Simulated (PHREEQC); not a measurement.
# Alkaline etch or developer with copper plating or etch bath

Solution A (0.0056 mol CsOH, 3e-05 mol CO2 and 0.00072 mol Na2CO3 per kg of water) is mixed with solution B (0.027 mol Cu(NO3)2, 6.5e-05 mol HBF4 and 9e-05 mol H3BO3 per kg of water) at 76 °C; shares are by mass of water, 1 kg in all. O2 is buffered at 0.21 atm. No CO2 enters from the air. The run lets Cu(OH)2, Malachite, Cu2(OH)3NO3, Nahcolite, Natron, CuF2:2H2O precipitate or redissolve, and no other solid.

The series has 21 steps of share of solution B, from 0 to 1.

The numbers come from PHREEQC with the ion-association model, wateq4f.dat.

Question: Which solids form, in which order, and at which step of the series does each first stand?

Answer: Cu(OH)2 from share of solution B = 0.05 (pH 10.10), last present at share of solution B = 0.3; Malachite from share of solution B = 0.15 (pH 5.09), last present at share of solution B = 0.75; Cu2(OH)3NO3 from share of solution B = 0.3 (pH 4.77), last present at share of solution B = 0.85.

Question: Between which two steps does the pH jump most, and from what to what?

Answer: Between share of solution B = 0.1 and 0.15: from 8.89 to 5.09.

Species that the database lacks are ignored. At this temperature some constants are extrapolated from 25 °C, and those without enthalpy data are left unchanged. Real BF4- forms and hydrolyses slowly; the run takes it at equilibrium. The database's constant for dissolved Cu(OH)2 is higher than later reviews accept.
